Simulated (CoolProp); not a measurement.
A simple Rankine cycle with m-xylene: condensing at 322.15 K, boiler at 0.117 MPa, turbine inlet 419.7 K, turbine efficiency 0.9, pump efficiency 0.8, no recuperator. Each further row changes one setting.

Model: reference Helmholtz-energy equation of state, Zhou 2012, in CoolProp.

```json
[
 {"case": "as stated", "thermal efficiency (%)": "17.1", "net work (kJ/kg)": "90.1", "heat in (kJ/kg)": "527", "turbine exit temperature (K)": "357.5", "volume ratio over the turbine": "26.3"},
 {"case": "turbine inlet 439.7 K", "thermal efficiency (%)": "…", "net work (kJ/kg)": "95.0", "heat in (kJ/kg)": "562", "turbine exit temperature (K)": "377.6", "volume ratio over the turbine": "26.3"},
 {"case": "condensing temperature 314.15 K", "thermal efficiency (%)": "18.4", "net work (kJ/kg)": "99.7", "heat in (kJ/kg)": "542", "turbine exit temperature (K)": "350.5", "volume ratio over the turbine": "38.4"},
 {"case": "boiler pressure 0.0819 MPa", "thermal efficiency (%)": "…", "net work (kJ/kg)": "…", "heat in (kJ/kg)": "529", "turbine exit temperature (K)": "364.5", "volume ratio over the turbine": "18.5"},
 {"case": "turbine efficiency 0.8", "thermal efficiency (%)": "15.2", "net work (kJ/kg)": "…", "heat in (kJ/kg)": "527", "turbine exit temperature (K)": "364.5", "volume ratio over the turbine": "26.8"}
]
```

Task: What belongs in the gaps?

Result: 
- turbine inlet 439.7 K, thermal efficiency (%): 16.9
- boiler pressure 0.0819 MPa, thermal efficiency (%): 15.5
- boiler pressure 0.0819 MPa, net work (kJ/kg): 81.8
- turbine efficiency 0.8, net work (kJ/kg): 80.0
